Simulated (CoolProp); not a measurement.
Acetone along the isotherm 443.8 K: density (kg/m³) from the reference equation and from simpler models built on Tc = 508.1 K, pc = 46.92 bar, ω = 0.307; each cubic takes its own stable root.

Model: reference Helmholtz-energy equation of state, Lemmon 2006, in CoolProp. It is a short technical equation, of lower accuracy than the large ones.

| p (bar) | phase | reference | van der Waals | Redlich-Kwong | Soave-Redlich-Kwong |
|---|---|---|---|---|---|
| 0.742 | gas | 1.180 | 1.176 | 1.177 | 1.178 |
| 1.2 | gas | 1.921 | 1.909 | 1.913 | 1.915 |
| 1.94 | gas | 3.139 | 3.107 | 3.119 | 3.123 |
| 3.13 | gas | 5.155 | 5.069 | 5.101 | 5.113 |
| 5.05 | gas | 8.575 | 8.332 | 8.422 | 8.456 |
| 8.17 | gas | 14.66 | 13.93 | 14.19 | 14.29 |
| 13.2 | gas | 26.45 | 23.89 | 24.73 | 25.12 |
| 21.3 | liquid | 584.5 | 43.85 | 410.8 | 439.5 |
| 34.4 | liquid | 591.7 | 308.3 | 423.6 | 448.6 |
| 55.6 | liquid | 601.7 | 325.2 | 439.9 | 461.0 |
| 89.9 | liquid | 615.2 | 342.9 | 459.9 | 477.2 |
| 145 | liquid | 632.4 | 361.5 | 483.5 | 497.2 |
| 235 | liquid | 654.2 | 381.1 | 510.7 | 521.2 |

At some of these states van der Waals gives the other phase, because its saturation line lies elsewhere.
